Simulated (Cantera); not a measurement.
Charge: 1 mol c-C4F8, a varied amount of H2, 1.8 mol F2, held at 2198 K and 7.50 Torr.

These are equilibrium values from Cantera (NASA tables, ideal gas, pure condensed phases), not measurements of a reactor. Candidate condensed phases: C, C6H6, C7H8, C8H18; 95 gas species. The feed counts by its element totals alone. Gases not in the tables: C2F6 and larger saturated fluorocarbons. The numbers say what is thermodynamically allowed, not how fast it happens.

### Question
At 3.3 mol H2, list the 4 most abundant gas species with their mole fractions, and the condensed phases.

### Answer
HF 0.731, CF2 0.115, F 0.0960, CF4 0.0541. Condensed: C(graphite).
